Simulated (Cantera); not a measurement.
Catalytic combustion on Pt

An isothermal plug-flow reactor at 650 K and 53000 Pa (inlet), inlet velocity 0.057 m/s, active area per volume 640 1/m; feed CO : O2 : N2 : H2O = 0.016 : 0.032 : 0.79 : 0.013 (molar parts), equivalence ratio 0.25.

Detailed kinetics in Cantera: Deutschmann's 1995 Pt surface mechanism with GRI-Mech 3.0 gas chemistry. Catalytic surfaces can have several steady states; this one follows from the mechanism file's or the stated starting coverage. Mass transfer to the wall is taken as infinitely fast.

```csv
z (m),x CO,x O2,x H2O,x CO2,θ free Pt,θ O*,θ OH*,θ CO*
0.00021,0.0181,0.0373,0.0153,0.000712,0.0215,0.00312,0.000208,0.975
0.00034,0.0176,0.0370,0.0153,0.00117,0.0218,0.00319,0.000211,0.975
0.00057,0.0168,0.0366,0.0153,0.00199,0.0223,0.00333,0.000219,0.974
0.00096,0.0153,0.0359,0.0153,0.00349,0.0235,0.00362,0.000234,0.973
0.0016,0.0126,0.0346,0.0153,0.00629,0.0263,0.00437,0.000272,0.969
0.0027,0.00477,0.0308,0.0154,0.0142,0.0488,0.0139,0.000663,0.937
0.0044,0.000823,0.0289,0.0154,0.0181,0.00920,0.988,0.00243,0.000206
0.0074,0.000411,0.0287,0.0154,0.0186,0.00777,0.990,0.00224,7.35e-5
0.012,0.000175,0.0286,0.0154,0.0188,0.00721,0.991,0.00215,2.70e-5
0.021,3.94e-5,0.0285,0.0154,0.0189,0.00694,0.991,0.00211,5.60e-6
```
x: gas mole fraction; θ: surface coverage.
